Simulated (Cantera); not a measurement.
A perfectly stirred reactor is fed with CH₄ : C₂H₆ : O₂ : N₂ = 1 : 0.46 : 2.41 : 9.05 (molar parts), equivalence ratio 1.5, at 5.00 bar; it is adiabatic with a 625 K inlet, and is followed from long to short residence time, starting on the burning branch (τ in s: 0.2, 0.083, 0.034, 0.014, 0.0057, 0.0023, 0.00095, 0.00039, 0.00016, 6.5e-05, 2.7e-05, 1.1e-05, 4.4e-06).

Detailed kinetics in Cantera: GRI-Mech 3.0 (53 species, 325 reactions).

Problem. Predict: blow-out, bracketed by the residence times tried; x(CH₄) at τ = 0.200 s; x(C₂H₆) at τ = 0.200 s; x(O₂) at τ = 0.200 s; x(CO) at τ = 0.200 s; x(N₂O) at τ = 0.200 s; x(CH₄) at τ = 0.950 ms; x(C₂H₆) at τ = 0.950 ms; x(O₂) at τ = 0.950 ms; x(CO) at τ = 0.950 ms; x(N₂O) at τ = 0.950 ms.

Solution. 
| Item | Value |
|---|---|
| blow-out, bracketed by the residence times tried | burning at 0.160 ms, out at 65.0 µs |
| x(CH₄) at τ = 0.200 s | 7.14e-5 |
| x(C₂H₆) at τ = 0.200 s | 5.17e-8 |
| x(O₂) at τ = 0.200 s | 1.60e-5 |
| x(CO) at τ = 0.200 s | 0.0936 |
| x(N₂O) at τ = 0.200 s | 5.33e-9 |
| x(CH₄) at τ = 0.950 ms | 0.00231 |
| x(C₂H₆) at τ = 0.950 ms | 1.26e-5 |
| x(O₂) at τ = 0.950 ms | 0.00180 |
| x(CO) at τ = 0.950 ms | 0.0871 |
| x(N₂O) at τ = 0.950 ms | 6.04e-8 |
